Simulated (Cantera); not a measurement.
Charge: 1 mol Pb, 0.056 mol O2, 6.4 mol H2, 8.1 mol CO, equilibrated at 1330 Pa.

These are equilibrium values from Cantera (NASA tables, ideal gas, pure condensed phases), not measurements of a reactor. Candidate condensed phases: C, C6H6, C7H8, C8H18, H2O, Pb, PbO, PbO2, Pb3O4; 113 gas species. Equilibrium is a limit: real reactors are often held back by kinetics, nucleation or transport. All values below are at 1048 K.

Base state: CO 0.552, H2 0.437, CO2 0.00464, Pb 0.00335, H2O 0.00309, CH4 2.89e-5 (mole fractions); condensed: Pb(l).

Task: What changes in the equilibrium state with this change: Pb replaced by PbO?

Result: 
```json
[
 {"species": "CO", "before": "0.552", "after": "0.511"},
 {"species": "H2", "before": "0.437", "after": "0.409"},
 {"species": "CO2", "before": "0.00464", "after": "0.0456"},
 {"species": "H2O", "before": "0.00309", "after": "0.0308"},
 {"species": "Pb", "before": "0.00335", "after": "0.00335"},
 {"species": "CH4", "before": "2.89e-5", "after": "2.21e-6"},
 {"species": "Pb(l), mol", "before": "0.951", "after": "0.951"}
]
```

Task: What changes in the equilibrium state with this change: H2 from 6.4 to 0.71 mol?

Result: 
```
species      before     after
----------  -------  --------
CO            0.552     0.905
H2            0.437    0.0794
CO2         0.00464    0.0118
Pb          0.00335   0.00335
CH4         2.89e-5   1.01e-6
H2O         0.00309  0.000873
Pb(l), mol    0.951     0.970
```
